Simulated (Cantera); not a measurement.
What does this Cantera script print?

```python
import numpy as np
import cantera as ct

gas = ct.Solution("gri30.yaml")
gas.TPX = 1725, 11000, {'C2H6': 1, 'N2': 1.2, 'H2O': 0.0044}
reactor = ct.IdealGasConstPressureReactor(gas, energy="off", clone=False)
net = ct.ReactorNet([reactor])
net.rtol, net.atol = 1e-08, 1e-18
show = ['C2H6', 'C2H4', 'CH2', 'C2H2', 'CH3', 'H']
times = np.geomspace(1e-05, 50, 12)

steps = ct.SolutionArray(gas, extra=["t"])
rows = []
print(f"{'t/s':>10s}{'T/K':>9s}{'P/Pa':>11s}" + "".join(f"{s:>11s}" for s in show))
for t in times:
    while net.time < t:
        t_next = net.step()
        steps.append(gas.state, t=t_next)
    rows.append([np.interp(t, steps.t, y) for y in (steps.T, steps.P, *steps(*show).X.T)])
    print(f"{t:10.3e}{rows[-1][0]:9.1f}{rows[-1][1]:11.4g}" + "".join(f"{x:11.3e}" for x in rows[-1][2:]))
rate = np.gradient(steps.T, steps.t)
print("integrator steps:", len(steps.t))
if steps.T.max() > steps.T[0] + 200:
    print(f"time of steepest temperature rise: {steps.t[rate.argmax()]:.4e} s")
gas.TPX = 1725, 11000, {'C2H6': 1, 'N2': 1.2, 'H2O': 0.0044}
gas.equilibrate("TP")
print(f"equilibrium (TP): T = {gas.T:.1f} K  " + "  ".join(f"{s} {gas[s].X[0]:.3e}" for s in show))
```

Result:

```
       t/s      T/K       P/Pa       C2H6       C2H4        CH2       C2H2        CH3          H
 1.000e-05   1725.0    1.1e+04  3.998e-01  9.979e-03  3.485e-05  2.919e-05  3.317e-02  4.466e-04
 4.064e-05   1725.0    1.1e+04  1.915e-01  1.077e-01  6.738e-05  8.046e-03  5.150e-02  1.137e-03
 1.652e-04   1725.0    1.1e+04  1.298e-02  1.330e-01  2.365e-05  8.417e-02  1.615e-02  1.190e-03
 6.714e-04   1725.0    1.1e+04  3.988e-04  5.980e-02  2.373e-06  1.560e-01  2.984e-03  3.558e-04
 2.729e-03   1725.0    1.1e+04  7.958e-05  1.685e-02  6.365e-07  1.925e-01  1.347e-03  1.910e-04
 1.109e-02   1725.0    1.1e+04  6.562e-05  1.851e-03  6.595e-07  2.087e-01  1.267e-03  2.262e-04
 4.508e-02   1725.0    1.1e+04  2.706e-05  9.477e-04  4.924e-07  2.201e-01  8.351e-04  2.697e-04
 1.832e-01   1725.0    1.1e+04  3.897e-06  5.344e-04  2.439e-07  2.314e-01  3.307e-04  3.400e-04
 7.447e-01   1725.0    1.1e+04  2.909e-07  4.909e-04  7.600e-08  2.355e-01  8.973e-05  3.813e-04
 3.027e+00   1725.0    1.1e+04  5.876e-08  4.917e-04  2.932e-08  2.361e-01  3.396e-05  3.881e-04
 1.230e+01   1725.0    1.1e+04  5.010e-08  4.920e-04  2.584e-08  2.362e-01  2.989e-05  3.884e-04
 5.000e+01   1725.0    1.1e+04  5.010e-08  4.919e-04  2.583e-08  2.362e-01  2.989e-05  3.884e-04
integrator steps: 1884
equilibrium (TP): T = 1725.0 K  C2H6 3.770e-08  C2H4 3.699e-04  CH2 2.241e-08  C2H2 1.774e-01  CH3 2.593e-05  H 3.885e-04
```

Detailed kinetics in Cantera: GRI-Mech 3.0 (53 species, 325 reactions). GRI-Mech 3.0 stops at C3 and has no aromatics, soot or wall deposition, so with more carbon than oxygen in the feed, carbon stays in small species such as C2H2 where larger ones or solid carbon would form.
